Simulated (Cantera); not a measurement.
A closed system holds: 1 mol FeS₂, 0.3 mol SO₃, 0.17 mol H₂O, at 673.15 K and 10.0 Torr.

Method: chemical equilibrium by Gibbs-energy minimisation in Cantera with the NASA 1993 tables (ideal gas, pure condensed phases). Candidate condensed phases: Fe, FeO, Fe(OH)₂, Fe(OH)₃, FeS, FeSO₄, FeS₂, Fe₂O₃, Fe₂(SO₄)₃, Fe₃O₄, H₂O, H₂SO₄, S; 22 gas species. Gases not in the tables: S₃ to S₇. The numbers say what is thermodynamically allowed, not how fast it happens.

Base state: SO₂ 0.708, H₂O 0.291, H₂S 0.000417, S₂ 0.000286, S₂O 4.63e-5 (mole fractions); condensed: FeS₂(s) + Fe₃O₄(s).

Question: What changes in the equilibrium state with this change: FeS₂ replaced by MgO?

Answer: 
```tsv
species	before	after
H₂O	0.291	1.00
SO₂	0.708	7.18e-9
H₂S	0.000417	<1e-9
S₂	0.000286	<1e-9
S₂O	4.63e-5	<1e-9
FeS₂(s), mol	0.943	0
Fe₃O₄(s), mol	0.0188	0
MgO(s), mol	0	0.700
MgSO₄(s), mol	0	0.300
```
Further candidate phases: Mg, MgO, Mg(OH)₂, MgS, MgSO₄.

Question: What changes in the equilibrium state with this change: pressure from 10.0 Torr to 278 Torr?

Answer: 
```
species          before     after
-------------  --------  --------
SO₂               0.708     0.706
H₂O               0.291     0.293
H₂S            0.000417  0.000286
S₂             0.000286   5.67e-5
S₂O             4.63e-5   3.15e-5
FeS₂(s), mol      0.943     0.945
Fe₃O₄(s), mol    0.0188         0
Fe₂O₃(s), mol         0    0.0273
```

Question: What changes in the equilibrium state with this change: temperature from 673.15 K to 1648.15 K?

Answer: 
```tsv
species	before	after
S₂	0.000286	0.403
SO₂	0.708	0.400
H₂O	0.291	0.119
SO	1.74e-8	0.0305
H₂	8.65e-6	0.0336
Fe	<1e-9	2.65e-5
SH	<1e-9	0.00322
S	<1e-9	0.00107
H	<1e-9	0.000142
OH	<1e-9	2.24e-5
S₂O	4.63e-5	0.00528
FeS₂(s), mol	0.943	0
Fe₃O₄(s), mol	0.0188	0
FeO(s), mol	0	0.0463
FeS(l), mol	0	0.954
```
Metal and sulfide melt together well below either melting point, which pure phases cannot show. Mutual solubility and eutectic melting of coexisting phases are not modelled. The tables' stoichiometric FeO is somewhat more stable than real wüstite, so its field is too wide. FeO, FeS: taken at fixed stoichiometry.
